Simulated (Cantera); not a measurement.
## Ignition delay

Mixture: CH4 : C2H6 : O2 : N2 : H2O = 1 : 0.13 : 5.46 : 20.5 : 5 (molar parts), at 36.5 atm, adiabatic and at constant pressure. Ignition delay is the time to a rise of 400 K.

Model: GRI-Mech 3.0 (53 species, 325 reactions), integrated in Cantera. The pressure lies above the range GRI-Mech 3.0 was tuned for (to about 10 atm).

```
T0 (K)  delay (ms)
------  ----------
1023          8.79
1073          3.68
1123          1.69
1173         0.837
1223         0.436
1273         0.236
1323         0.133
1373        0.0772
1423        0.0464
1473        0.0289
```

```json
{
 "apparent activation energy between 1373 and 1473 K": "170 kJ/mol"
}
```
